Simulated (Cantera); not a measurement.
Input: 1 mol Cu₂O, 31 mol H₂, 0.81 mol H₂O, held at 1300 K and 0.100 bar.

Cantera equilibrium calculation (NASA polynomials, part measured and part estimated; ideal gas, pure solids and liquids). Candidate condensed phases: Cu, CuO, Cu(OH)₂, Cu₂O, H₂O; 12 gas species. Equilibrium is a limit: real reactors are often held back by kinetics, nucleation or transport.

Base state: H₂ 0.943, H₂O 0.0569 (mole fractions); condensed: Cu(s).

Task: What changes in the equilibrium state with this change: Cu₂O replaced by TiO₂?

Result: 
| species | before | after |
|---|---|---|
| H₂ | 0.943 | 0.975 |
| H₂O | 0.0569 | 0.0255 |
| Cu(s), mol | 2.00 | 0 |
| TiO₂(rutile), mol | 0 | 1.00 |
Further candidate phases: Ti, TiO, TiO₂, Ti₂O₃, Ti₃O₅, Ti₄O₇.
